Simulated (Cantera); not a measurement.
Cantera run:

```python
import numpy as np
import cantera as ct

gas_names = """
    H HNO HNO2 HNO3 HO2 H2 H2O H2O2 N NH NH2 NH3 NH2OH NO NO2 NO3 N2 N2H2 N2H4 N2O O OH O2 O3 Si SiH
    SiH2 SiH3 SiH4 SiN SiO SiO2 Si2 Si2N Si3
""".split()
cond_names = """
    H2O(s) H2O(L) Si(cr) Si(L) SiO2(Lqz) SiO2(hqz) SiO2(L) Si2N2O(s) Si3N4(a)
""".split()


# ... load() reads the species with a 1 bar reference pressure and builds the phases ...
atoms = {
    'Si2H6': {'Si': 2, 'H': 6},
    'NO': {'N': 1, 'O': 1},
    'N2': {'N': 2},
}
top_T = {'Si2N2O(s)': 2100, 'Si3N4(a)': 2400}  # K; cautious upper limits of use, not melting points


# ... equilibrate(T, P, feed) seeds the gas with the atoms and calls Mixture.equilibrate('TP', solver="vcs", rtol=1e-11, max_steps=5000) ...
results = []
feed = {'Si2H6': 1, 'NO': 1, 'N2': 2.5}  # mol
P = 3600  # Pa
for T in [1275, 1350, 1425, 1500, 1575, 1650, 1725, 1800]:
    mix = equilibrate(T, P, feed)
    results.append((T, P, feed, dict(zip(mix.species_names, mix.species_moles))))

top = {s: max(r[3][s] / sum(r[3][g] for g in gas_names) for r in results) for s in gas_names}
cols = sorted((s for s in top if top[s] > 0.0001), key=lambda s: -top[s])[:8]
seen = [c for c in cond_names if any(r[3].get(c, 0) > 1e-12 for r in results)]
print("log10 of partial pressures in bar; condensed amounts in mol")
print(f"{'T/K':>10s}" + "".join(f"{s[:9]:>10s}" for s in cols + seen))
for T, P, feed, n in results:
    ng = sum(n[g] for g in gas_names)
    print(f"{T:10.4g}" + "".join(f"{np.log10(max(n[s] / ng * P / 1e5, 1e-99)):10.3f}" for s in cols)
          + "".join(f"{n.get(c, 0):10.4g}" for c in seen))
```

Output:

```
log10 of partial pressures in bar; condensed amounts in mol
       T/K        H2        N2       SiO         H Si2N2O(s)  Si3N4(a)
      1275    -1.666    -1.842   -10.452    -6.965         1 6.471e-09
      1350    -1.666    -1.842    -9.130    -6.456         1  4.72e-08
      1425    -1.666    -1.842    -7.950    -5.999         1 5.472e-07
      1500    -1.666    -1.842    -6.890    -5.587         1 5.984e-06
      1575    -1.666    -1.842    -5.934    -5.214    0.9998 5.363e-05
      1650    -1.666    -1.842    -5.067    -4.875    0.9988 0.0003941
      1725    -1.667    -1.842    -4.277    -4.565    0.9926  0.002428
      1800    -1.671    -1.844    -3.555    -4.282    0.9608   0.01289
```

Cantera equilibrium calculation (NASA polynomials, part measured and part estimated; ideal gas, pure solids and liquids). The feed counts by its element totals alone. Mutual solubility and eutectic melting of coexisting phases are not modelled. Gases not in the tables: Si2H6 and higher silanes.
